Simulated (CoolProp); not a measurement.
Vapour-liquid equilibrium of propylene (1) + R115 (2) at 298 K; x and y are mole fractions of (1).

Computed with CoolProp (multi-fluid Helmholtz-energy mixture model, Lemmon 2013 and Lemmon 2016; pair parameters Bell 2016).

```json
[
 {"x": "0.05", "bubble pressure (MPa)": "0.9490", "y at the bubble point": "0.086", "dew pressure at overall composition x (MPa)": "0.9279", "liquid density (mol/L)": "8.430"},
 {"x": "0.125", "bubble pressure (MPa)": "1.017", "y at the bubble point": "0.198", "dew pressure at overall composition x (MPa)": "0.9719", "liquid density (mol/L)": "8.586"},
 {"x": "0.2", "bubble pressure (MPa)": "1.077", "y at the bubble point": "0.292", "dew pressure at overall composition x (MPa)": "1.018", "liquid density (mol/L)": "8.752"},
 {"x": "0.275", "bubble pressure (MPa)": "1.128", "y at the bubble point": "0.372", "dew pressure at overall composition x (MPa)": "1.066", "liquid density (mol/L)": "8.933"},
 {"x": "0.35", "bubble pressure (MPa)": "1.171", "y at the bubble point": "0.441", "dew pressure at overall composition x (MPa)": "1.115", "liquid density (mol/L)": "9.130"},
 {"x": "0.425", "bubble pressure (MPa)": "1.205", "y at the bubble point": "0.502", "dew pressure at overall composition x (MPa)": "1.161", "liquid density (mol/L)": "9.347"},
 {"x": "0.5", "bubble pressure (MPa)": "1.230", "y at the bubble point": "0.559", "dew pressure at overall composition x (MPa)": "1.203", "liquid density (mol/L)": "9.587"},
 {"x": "0.575", "bubble pressure (MPa)": "1.248", "y at the bubble point": "0.611", "dew pressure at overall composition x (MPa)": "1.236", "liquid density (mol/L)": "9.855"},
 {"x": "0.65", "bubble pressure (MPa)": "1.257", "y at the bubble point": "0.663", "dew pressure at overall composition x (MPa)": "1.255", "liquid density (mol/L)": "10.15"},
 {"x": "0.725", "bubble pressure (MPa)": "1.258", "y at the bubble point": "0.717", "dew pressure at overall composition x (MPa)": "1.257", "liquid density (mol/L)": "10.49"},
 {"x": "0.8", "bubble pressure (MPa)": "1.249", "y at the bubble point": "0.775", "dew pressure at overall composition x (MPa)": "1.242", "liquid density (mol/L)": "10.86"},
 {"x": "0.875", "bubble pressure (MPa)": "1.228", "y at the bubble point": "0.843", "dew pressure at overall composition x (MPa)": "1.214", "liquid density (mol/L)": "11.26"},
 {"x": "0.95", "bubble pressure (MPa)": "1.189", "y at the bubble point": "0.928", "dew pressure at overall composition x (MPa)": "1.178", "liquid density (mol/L)": "11.71"}
]
```

y crosses x between x = 0.65 and 0.725: the model has an azeotrope there.

The pair parameters rest on a limited set of measurements; away from them the model extrapolates.
